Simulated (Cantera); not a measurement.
# Adiabatic ignition

An adiabatic, constant-volume homogeneous reactor starts with CH₄ : O₂ : N₂ = 1 : 2.5 : 9.4 (molar parts), equivalence ratio 0.80, at 1498 K and 101000 Pa.

Computed with Cantera and GRI-Mech 3.0 (53 species, 325 reactions).

| t (s) | T (K) | P (bar) | x CH₄ | x O₂ | x N₂O | x CO₂ | x CH₂O |
|---|---|---|---|---|---|---|---|
| 2.00e-6 | 1498 | 1.01 | 0.0775 | 0.194 | <1e-12 | <1e-12 | 1.18e-9 |
| 4.11e-6 | 1498 | 1.01 | 0.0775 | 0.194 | <1e-12 | <1e-12 | 5.54e-9 |
| 8.46e-6 | 1498 | 1.01 | 0.0775 | 0.194 | 1.17e-12 | 1.76e-12 | 2.55e-8 |
| 1.74e-5 | 1498 | 1.01 | 0.0775 | 0.194 | 4.16e-12 | 1.20e-11 | 1.17e-7 |
| 3.58e-5 | 1498 | 1.01 | 0.0775 | 0.194 | 1.56e-11 | 1.00e-10 | 5.62e-7 |
| 7.37e-5 | 1498 | 1.01 | 0.0775 | 0.194 | 5.80e-11 | 1.08e-9 | 2.94e-6 |
| 0.000152 | 1498 | 1.01 | 0.0775 | 0.194 | 1.99e-10 | 1.57e-8 | 1.76e-5 |
| 0.000312 | 1499 | 1.01 | 0.0772 | 0.194 | 6.02e-10 | 3.02e-7 | 0.000114 |
| 0.000641 | 1507 | 1.02 | 0.0755 | 0.193 | 2.52e-9 | 6.34e-6 | 0.000712 |
| 0.00132 | 2836 | 1.99 | <1e-12 | 0.0451 | 1.02e-6 | 0.0470 | 2.33e-10 |
| 0.00271 | 2824 | 1.98 | <1e-12 | 0.0410 | 1.15e-6 | 0.0471 | 2.33e-10 |
| 0.00558 | 2822 | 1.98 | <1e-12 | 0.0406 | 1.17e-6 | 0.0471 | 2.33e-10 |
| 0.0115 | 2822 | 1.98 | <1e-12 | 0.0406 | 1.17e-6 | 0.0471 | 2.33e-10 |
| 0.0236 | 2822 | 1.98 | <1e-12 | 0.0406 | 1.17e-6 | 0.0471 | 2.33e-10 |
| 0.0486 | 2822 | 1.98 | <1e-12 | 0.0406 | 1.17e-6 | 0.0471 | 2.33e-10 |
| 0.100 | 2822 | 1.98 | <1e-12 | 0.0406 | 1.17e-6 | 0.0471 | 2.33e-10 |
x: mole fraction; the columns are a selection and need not sum to one.

```json
{
 "time_of_steepest_temperature_rise": "1.05 ms",
 "temperature at 0.100 s": "2822 K",
 "equilibrium_temperature": "2822 K",
 "x(CH₄) at 0.100 s": "<1e-12 (gas-phase equilibrium <1e-12)",
 "x(O₂) at 0.100 s": "0.0406 (gas-phase equilibrium 0.0406)",
 "x(N₂O) at 0.100 s": "1.17e-6 (gas-phase equilibrium 1.17e-6)"
}
```
